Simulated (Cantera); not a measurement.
Charge: 1 mol Si, 1.6 mol HF, equilibrated at 1173.15 K and 0.133 bar.

These are equilibrium values from Cantera (NASA tables, ideal gas, pure condensed phases), not measurements of a reactor. Candidate condensed phases: Si; 25 gas species. The tables' values for SiF3, SiF2 are old estimates; treat these amounts as uncertain. Kinetics and transport are ignored.

Base state: H2 0.657, SiF4 0.314, SiHF3 0.0235, SiF3 0.00392, SiH2F2 0.000867, HF 0.000212, SiF2 5.80e-5 (mole fractions); condensed: Si(s).

Question: What changes in the equilibrium state with this change: HF from 1.6 to 6 mol?

Answer: 
```tsv
species	before	after
HF	0.000212	0.400
H2	0.657	0.400
SiF4	0.314	0.200
SiHF3	0.0235	4.82e-6
SiH2F2	0.000867	<1e-9
SiF2	5.80e-5	<1e-9
SiF3	0.00392	1.03e-6
Si(s), mol	0.591	0
```

Question: What changes in the equilibrium state with this change: temperature from 1173.15 K to 523.15 K?

Answer: 
```json
[
 {"species": "H2", "before": "0.657", "after": "0.663"},
 {"species": "SiF4", "before": "0.314", "after": "0.327"},
 {"species": "SiHF3", "before": "0.0235", "after": "0.00934"},
 {"species": "SiF3", "before": "0.00392", "after": "<1e-9"},
 {"species": "HF", "before": "0.000212", "after": "<1e-9"},
 {"species": "SiF2", "before": "5.80e-5", "after": "<1e-9"},
 {"species": "Si(s), mol", "before": "0.591", "after": "0.597"}
]
```
